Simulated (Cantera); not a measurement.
Source: NASA polynomial tables (part measured, part estimated), evaluated in Cantera. Values are per mole of reaction as written; species without (g) are pure solids or liquids, kept so even where they would boil at 1 bar.

3 Ta + 4 NO₂(g) = 3 TaO₂(g) + 2 N₂O(g)

| T (K) | ΔH° (kJ) | ΔS° (J/K) | ΔG° (kJ) | log10 K |
|---|---|---|---|---|
| 300 | -576.1 | 195.6 | -634.8 | 110.53 |
| 1350 | ? | ? | ? | ? |
| 1375 | -593.3 | 173.4 | -831.7 | 31.60 |
| 1400 | -593.8 | 173.0 | -836.0 | 31.19 |
| 1425 | -594.4 | 172.6 | -840.4 | 30.80 |
| 1450 | -595.0 | 172.2 | -844.7 | 30.43 |
| 1475 | -595.6 | 171.8 | -849.0 | 30.06 |
| 1500 | -596.1 | 171.4 | -853.3 | 29.71 |
| 1525 | ? | ? | ? | ? |
| 1550 | ? | ? | ? | ? |
| 1575 | -598.0 | 170.2 | -866.1 | 28.72 |
| 1600 | -598.6 | 169.8 | -870.3 | 28.41 |

Q: Complete the blanks.

A: 
- 1350, ΔH° (kJ): -592.7
- 1350, ΔS° (J/K): 173.8
- 1350, ΔG° (kJ): -827.4
- 1350, log10 K: 32.01
- 1525, ΔH° (kJ): -596.7
- 1525, ΔS° (J/K): 171.0
- 1525, ΔG° (kJ): -857.5
- 1525, log10 K: 29.37
- 1550, ΔH° (kJ): -597.3
- 1550, ΔS° (J/K): 170.6
- 1550, ΔG° (kJ): -861.8
- 1550, log10 K: 29.04
